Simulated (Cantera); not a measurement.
Charge: 1 mol S, 0.7 mol H2O, 0.68 mol N2, equilibrated at 3300 K.

Equilibrium computed with Cantera from the NASA thermochemical tables; the gas is ideal and each condensed phase is pure. Candidate condensed phases: H2O, H2SO4, S; 35 gas species. The ideal-gas law is rough above about 30 bar. The numbers say what is thermodynamically allowed, not how fast it happens.

x: gas mole fraction; nothing condenses.

| P (Pa) | x H | x N2 | x S | x O | x H2O | x H2 | x S2 | x SO | x SO2 | x SH | x H2S | x OH |
|---|---|---|---|---|---|---|---|---|---|---|---|---|
| 10 | 0.370 | 0.178 | 0.264 | 0.184 | 5.82e-8 | 0.000102 | 2.20e-5 | 0.000466 | 1.58e-7 | 1.92e-5 | 3.34e-10 | 8.59e-5 |
| 84 | 0.370 | 0.180 | 0.262 | 0.180 | 4.02e-6 | 0.000862 | 0.000182 | 0.00380 | 1.06e-5 | 0.000160 | 2.34e-8 | 0.000706 |
| 710 | 0.366 | 0.186 | 0.246 | ? | ? | ? | ? | ? | ? | ? | ? | ? |
| 6000 | ? | ? | ? | ? | ? | ? | ? | ? | ? | ? | ? | ? |
| 50000 | 0.179 | 0.261 | 0.140 | 0.0199 | 0.0367 | 0.120 | 0.0310 | 0.133 | 0.0245 | 0.0247 | 0.00104 | 0.0224 |
| 420000 | 0.0706 | 0.300 | 0.0754 | 0.00408 | 0.0829 | 0.157 | 0.0756 | 0.124 | 0.0392 | 0.0441 | 0.00613 | 0.0153 |
| 3600000 | 0.0231 | 0.327 | 0.0317 | 0.000825 | 0.132 | 0.144 | 0.114 | 0.0905 | 0.0496 | 0.0519 | 0.0203 | 0.00866 |
| 30000000 | 0.00691 | 0.344 | 0.0119 | 0.000172 | 0.171 | 0.107 | 0.134 | 0.0587 | 0.0557 | 0.0485 | 0.0472 | 0.00449 |

### Question
What belongs in the gaps?

### Answer

- 6000, x H: 0.316
- 6000, x N2: 0.214
- 6000, x S: 0.198
- 6000, x O: 0.0784
- 6000, x H2O: 0.00654
- 6000, x H2: 0.0450
- 6000, x S2: 0.00747
- 6000, x SO: 0.0897
- 6000, x SO2: 0.00779
- 6000, x SH: 0.00743
- 6000, x H2S: 6.62e-5
- 6000, x OH: 0.0188
- 710, x O: 0.154
- 710, x H2O: 0.000241
- 710, x H2: 0.00714
- 710, x S2: 0.00136
- 710, x SO: 0.0259
- 710, x SO2: 0.000523
- 710, x SH: 0.00126
- 710, x H2S: 1.54e-6
- 710, x OH: 0.00506
